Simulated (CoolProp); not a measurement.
Vapour-liquid equilibrium of dimethyl ether (1) + R227EA (2) at -31.65 °C; x and y are mole fractions of (1).

Model: multi-fluid Helmholtz-energy mixture model, Wu 2011 and Lemmon 2016; pair parameters Bell 2016, in CoolProp.

```
x     bubble pressure, mixture model (MPa)  bubble pressure, Raoult's law (MPa)  y, mixture model  y, Raoult's law
----  ------------------------------------  -----------------------------------  ----------------  ---------------
0.05                               0.04762                              0.05095             0.016            0.073
0.15                               0.04337                              0.05342        (withheld)            0.209
0.25                            (withheld)                              0.05589        (withheld)            0.333
0.35                               0.04013                              0.05836             0.381            0.446
0.45                               0.04245                              0.06083             0.564            0.550
0.55                               0.04693                              0.06330             0.718            0.647
0.65                               0.05277                              0.06576             0.829            0.735
0.75                               0.05913                              0.06823             0.903            0.818
0.85                            (withheld)                              0.07070             0.953            0.895
0.95                               0.07150                              0.07317        (withheld)            0.966
```

### Question
Some entries are withheld; supply them.

### Answer

- 0.15, y, mixture model: 0.082
- 0.25, bubble pressure, mixture model (MPa): 0.04051
- 0.25, y, mixture model: 0.206
- 0.85, bubble pressure, mixture model (MPa): 0.06545
- 0.95, y, mixture model: 0.987

The largest gap from Raoult's law is -31.2 % in bubble pressure, at x = 0.35. y crosses x between x = 0.25 and 0.35: the model has an azeotrope there.

The pair parameters rest on a limited set of measurements; away from them the model extrapolates.
